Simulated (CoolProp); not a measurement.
Values from CoolProp's reference Helmholtz-energy equation of state, Thol 2018.

**Question.** Give the vapour pressure (bar), vapour density (kg/m³), enthalpy of vaporisation (kJ/kg) of saturated hydrogen chloride at 229.1, 244.5, 267.6 K.

**Answer.** 
```json
[
 {"T (K)": "229.1", "p (bar)": "6.61", "vapour density (kg/m³)": "14.1", "enthalpy of vaporisation (kJ/kg)": "393"},
 {"T (K)": "244.5", "p (bar)": "11.3", "vapour density (kg/m³)": "23.7", "enthalpy of vaporisation (kJ/kg)": "369"},
 {"T (K)": "267.6", "p (bar)": "22.3", "vapour density (kg/m³)": "47.5", "enthalpy of vaporisation (kJ/kg)": "324"}
]
```
